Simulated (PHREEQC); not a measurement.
**Sulfide liquor (model solution)**

Make-up at 25 °C: 0.67 mmol/kgw H2S, 120 mmol/kgw NaCl and 0.12 mmol/kgw ZnCl2. It is in equilibrium with CO2 at log p = 0 (atm). Otherwise closed; pH follows from the charge balance.

Model: ion-association model, phreeqc.dat, run in PHREEQC.

Precipitation was switched off in this run.

**Question.** Predict the pH, density.

**Answer.** pH 3.61; density 1.002 g/cm³.

**Question.** In which forms is S present?

**Answer.** H2S 67 %, Zn(HS)2 33 % of the S.

Examples of supersaturated solids here: Sphalerite (slow to form). Others may be too. Species that the database lacks are ignored.
